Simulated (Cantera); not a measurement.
Feed: 1 mol Si, 3.4 mol NF3, held at 0.0240 bar.

Method: chemical equilibrium by Gibbs-energy minimisation in Cantera with the NASA 1993 tables (ideal gas, pure condensed phases). Candidate condensed phases: Si, Si3N4; 16 gas species. The numbers say what is thermodynamically allowed, not how fast it happens.

x: gas mole fraction; nothing condenses.

```json
[
 {"T (°C)": "225", "x F": "8.36e-7", "x NF3": "0.553", "x F2": "0.000648", "x N2": "0.179", "x SiF4": "0.268"},
 {"T (°C)": "325", "x F": "0.000127", "x NF3": "0.531", "x F2": "0.0219", "x N2": "0.183", "x SiF4": "0.264"},
 {"T (°C)": "425", "x F": "0.00394", "x NF3": "0.349", "x F2": "0.195", "x N2": "0.220", "x SiF4": "0.232"},
 {"T (°C)": "525", "x F": "0.0343", "x NF3": "0.0764", "x F2": "0.434", "x N2": "0.272", "x SiF4": "0.183"},
 {"T (°C)": "625", "x F": "0.134", "x NF3": "0.00825", "x F2": "0.424", "x N2": "0.272", "x SiF4": "0.162"},
 {"T (°C)": "725", "x F": "[?]", "x NF3": "[?]", "x F2": "[?]", "x N2": "[?]", "x SiF4": "[?]"},
 {"T (°C)": "825", "x F": "0.537", "x NF3": "4.87e-5", "x F2": "0.122", "x N2": "0.214", "x SiF4": "0.126"},
 {"T (°C)": "925", "x F": "0.646", "x NF3": "2.61e-6", "x F2": "0.0389", "x N2": "0.198", "x SiF4": "0.117"},
 {"T (°C)": "1025", "x F": "0.681", "x NF3": "1.65e-7", "x F2": "0.0120", "x N2": "0.193", "x SiF4": "0.114"},
 {"T (°C)": "1125", "x F": "0.691", "x NF3": "[?]", "x F2": "[?]", "x N2": "0.192", "x SiF4": "0.113"},
 {"T (°C)": "1225", "x F": "0.695", "x NF3": "1.67e-9", "x F2": "0.00159", "x N2": "0.191", "x SiF4": "0.113"},
 {"T (°C)": "1325", "x F": "0.696", "x NF3": "2.55e-10", "x F2": "0.000687", "x N2": "0.191", "x SiF4": "0.112"},
 {"T (°C)": "1425", "x F": "0.696", "x NF3": "4.84e-11", "x F2": "0.000327", "x N2": "0.191", "x SiF4": "0.112"}
]
```

Q: What belongs in the gaps?

A: 
- 1125, x NF3: 1.42e-8
- 1125, x F2: 0.00410
- 725, x F: 0.329
- 725, x NF3: 0.000744
- 725, x F2: 0.281
- 725, x N2: 0.245
- 725, x SiF4: 0.144
